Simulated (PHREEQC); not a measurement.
A solution holds 62 mmol/kgw CdCl2, at 25 °C. Closed to the air; pH follows from the charge balance.

Computed with PHREEQC (ion-association model, wateq4f.dat).

Each row changes one thing in this solution. No solid was allowed to form.

```
case                                            pH  ionic strength (mol/kgw)  Cl- (mol/kgw)
--------------------------------------------  ----  ------------------------  -------------
as made                                       5.48                    0.0856         0.0699
CdCl2 from 0.062 to 0.093 mol/kgw             5.40                     0.116         0.0964
0.0081 mol/kgw CsF added                      5.94                    0.0940         0.0707
diluted 100-fold with water                   6.58                   0.00175        0.00119
CdCl2 replaced by BaCl2 at the same molality  6.96                     0.186          0.124
CdCl2 from 0.062 to 0.0124 mol/kgw            5.83                    0.0244         0.0182
CdCl2 replaced by NiCl2 at the same molality  5.79                     0.172          0.117
CdCl2 replaced by CaCl2 at the same molality  6.92                     0.186          0.124
diluted 2-fold with water                     5.62                    0.0504         0.0396
```
